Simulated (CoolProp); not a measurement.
Vapour-liquid equilibrium of isobutane (1) + n-butane (2) at -79.05 °C; x and y are mole fractions of (1).

Computed with CoolProp (multi-fluid Helmholtz-energy mixture model, Bücker 2006 and Bücker 2006; pair parameters Kunz 2012).

| x | bubble pressure, mixture model (MPa) | bubble pressure, Raoult's law (MPa) | y, mixture model | y, Raoult's law |
|---|---|---|---|---|
| 0.05 | … | 0.001268 | 0.098 | 0.096 |
| 0.15 | 0.001398 | 0.001392 | … | 0.264 |
| 0.25 | 0.001524 | 0.001516 | 0.405 | 0.403 |
| 0.35 | 0.001649 | 0.001640 | … | 0.522 |
| 0.45 | 0.001772 | 0.001764 | 0.624 | 0.624 |
| 0.55 | 0.001895 | 0.001888 | … | 0.713 |
| 0.65 | … | 0.002012 | 0.789 | 0.790 |
| 0.75 | 0.002140 | 0.002136 | 0.857 | 0.859 |
| 0.85 | 0.002262 | 0.002260 | 0.919 | 0.920 |
| 0.95 | 0.002385 | 0.002384 | 0.974 | 0.975 |

Some entries are withheld; supply them.


- 0.05, bubble pressure, mixture model (MPa): 0.001271
- 0.15, y, mixture model: 0.266
- 0.35, y, mixture model: 0.523
- 0.55, y, mixture model: 0.711
- 0.65, bubble pressure, mixture model (MPa): 0.002018

The largest gap from Raoult's law is +0.5 % in bubble pressure, at x = 0.25. No azeotrope shows between x = 0.05 and 0.95.

Pair parameters are fitted to limited data, so mixtures are less certain than the pure fluids.
